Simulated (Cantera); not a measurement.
A diamond (100) surface in a fixed gas of H2 with x(CH4) = 0.0024, x(H) = 0.00053, at 975 K, 0.0345 atm; coverages are run to steady state.

Model: the Harris–Goodwin 1993 mechanism for the reconstructed diamond (100) surface, integrated in Cantera.

One state of this run: growth (µm/h) = 0.195; θ c6HH = 0.614; θ c6H* = 0.0157; θ c6*H = 0.345; θ c6** = 0.00706; θ c6HM = 0.0135. θ: site fractions in the mechanism's names (c6HH fully hydrogenated, c6H* and c6*H radical sites, c6** diradical, c6HM methylated).

**Question.** Which value of x(CH3) does it belong to?
A) 6.3e-06
B) 3.9e-05
C) 0.0015
D) 1.6e-05

**Answer.** D, 1.6e-05
